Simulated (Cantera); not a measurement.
A freely propagating, adiabatic, planar premixed flame of H2 : O2 : N2 = 1 : 0.806 : 3.03 (molar parts), equivalence ratio 0.62, unburnt at 575 K and 6.00 bar; mixture-averaged transport, grid criteria slope 0.08 and curve 0.16, no radiation.

Model: the H2/O2 subset of GRI-Mech 3.0, which has no nitrogen chemistry, integrated in Cantera. The hydrogen kinetics of GRI-Mech 3.0 are dated; newer H2 mechanisms differ, most at raised pressure. Burning velocities carry a grid error of a few per cent, more on coarse grids. Lean hydrogen flames are cellular in practice and burn faster than this planar one.

Question: How do the results move with these cheaper or finer settings: unity-Lewis-number transport; multicomponent transport; multicomponent+Soret transport; grid criteria slope 0.5, curve 1; grid criteria slope 0.25, curve 0.5; grid criteria slope 0.03, curve 0.06?

Answer: 
| setting | laminar burning velocity | thermal thickness | peak x(O) | peak x(H2O2) | grid points |
|---|---|---|---|---|---|
| as above | 216 cm/s | 0.0517 mm | 0.00443 | 0.000151 | 111 |
| unity-Lewis-number transport | 295 cm/s | 0.0370 mm | 0.00743 | 6.42e-5 | 104 |
| multicomponent transport | 218 cm/s | 0.0509 mm | 0.00447 | 0.000150 | 111 |
| multicomponent+Soret transport | 197 cm/s | 0.0522 mm | 0.00422 | 0.000156 | 112 |
| grid criteria slope 0.5, curve 1 | 268 cm/s | 0.0571 mm | 0.00471 | 0.000143 | 40 |
| grid criteria slope 0.25, curve 0.5 | 230 cm/s | 0.0544 mm | 0.00448 | 0.000150 | 50 |
| grid criteria slope 0.03, curve 0.06 | 219 cm/s | 0.0506 mm | 0.00455 | 0.000147 | 244 |
Unity Lewis numbers drop preferential diffusion, which matters most where H2 and H carry the flame; Soret adds thermal diffusion.
